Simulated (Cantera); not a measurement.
# Hydrocarbon pyrolysis for carbon deposition

A perfectly stirred reactor is fed with CH4 : H2 : N2 = 1 : 1.1 : 0.0039 (molar parts), at 10.00 Torr; it is held at 1525 K, and followed from long to short residence time.

Computed with Cantera and GRI-Mech 3.0 (53 species, 325 reactions). GRI-Mech 3.0 stops at C3 and has no aromatics, soot or wall deposition, so with more carbon than oxygen in the feed, carbon stays in small species such as C2H2 where larger ones or solid carbon would form. Radical loss at walls, strong at low pressure, is not modelled.

```
τ (s)    x CH4   x H2    x C2H4     x CH2     x C2H     x CH3
-------  -----  -----  --------  --------  --------  --------
27       0.104  0.769  0.000630   3.41e-8   4.03e-8  0.000307
4.6      0.244  0.675   0.00163   5.14e-8   2.02e-8  0.000590
0.80     0.393  0.576   0.00311   6.49e-8   5.82e-9  0.000846
0.14     0.462  0.531   0.00204   5.29e-8  4.74e-10  0.000820
0.024    0.475  0.523  0.000101   9.02e-9    <1e-12  0.000328
0.0042   0.475  0.523   6.59e-7  3.45e-10    <1e-12   6.28e-5
0.00072  0.475  0.523   3.23e-9  1.01e-11    <1e-12   1.08e-5
0.00012  0.475  0.523  1.15e-11    <1e-12    <1e-12   1.76e-6
```
x: mole fraction; the columns are a selection and need not sum to one.
